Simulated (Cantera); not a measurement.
An adiabatic, constant-volume homogeneous reactor starts with CO : H₂ : CH₄ : O₂ : N₂ = 1 : 0.4 : 0.04 : 1.2 : 4.51 (molar parts), equivalence ratio 0.65, at 1325 K and 1.00 bar.

Cantera simulation using GRI-Mech 3.0 (53 species, 325 reactions); the numbers are that mechanism's predictions, not measurements.

Problem. Predict: time of steepest temperature rise; temperature at 0.300 s; equilibrium temperature; x(CO) at 0.300 s; x(H₂) at 0.300 s.

Solution. time of steepest temperature rise: 41.9 µs
temperature at 0.300 s: 2722 K
equilibrium temperature: 2722 K
x(CO) at 0.300 s: 0.0365 (gas-phase equilibrium 0.0365)
x(H₂) at 0.300 s: 0.00275 (gas-phase equilibrium 0.00275)
